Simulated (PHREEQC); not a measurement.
A solution holds 1.2 mol LiBr per kg of water, at 25 °C. Closed to the air; pH follows from the charge balance.

Equilibrium calculation in PHREEQC: ion-association model, wateq4f.dat.

```json
{
 "ionic_strength": "1.20 mol/kgw",
 "activity_of_water": "0.959"
}
```

| species | molality | activity | log γ |
|---|---|---|---|
| Br- | 1.20 | 0.991 | -0.083 |
| Li+ | 1.20 | 0.799 | -0.177 |
| H+ | 1.52e-7 | 1.12e-7 | -0.132 |
| OH- | 1.52e-7 | 8.58e-8 | -0.247 |

No solid was allowed to form. Caution: at this ionic strength the ion-association model is outside its range; a Pitzer model would be the better tool where its parameters exist.
